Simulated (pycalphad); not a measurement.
# The B-Ti system

Source of the numbers: pycalphad with the COST 507 light-alloy database (1999); pressure 1 atm. No gas phase is included, though pure Ti would boil below 3700 K. The data set is of 1999 and partly superseded. Kinetics are ignored, which matters at the lower temperatures.

Phases 1 to 3 are ordered by rising Ti content. The map covers 500 K to 3700 K; reactions that its mapper missed or could not classify are not listed.

```
reaction on cooling      T (K)  Ti in phase 1 (at.%)  Ti in phase 2 (at.%)  Ti in phase 3 (at.%)
----------------------  ------  --------------------  --------------------  --------------------
B2M + liquid → B4M3     2474.0                  33.3                  42.9                  62.2
B4M3 + liquid → BM           …                  42.9                  50.0                  62.7
liquid → β-boron + B2M       …                  none                     …                  33.3
liquid → BM + bcc       1814.1                  50.0                  93.1                 99.78
BM + bcc → hcp          1156.1                  50.0                 99.84                 99.87
```

Task: Fill in the missing entries.

Result: 
- B4M3 + liquid → BM, T (K): 2456.1
- liquid → β-boron + B2M, T (K): 2332.5
- liquid → β-boron + B2M, Ti in phase 2 (at.%): 1.9

Database names, with the compositions (at.%) that they take in these runs: B2M: B 67 Ti 33; B4M3: B 57 Ti 43; BM: B 50 Ti 50. An entry "none" or "no" means that the model of the phase leaves that element out.
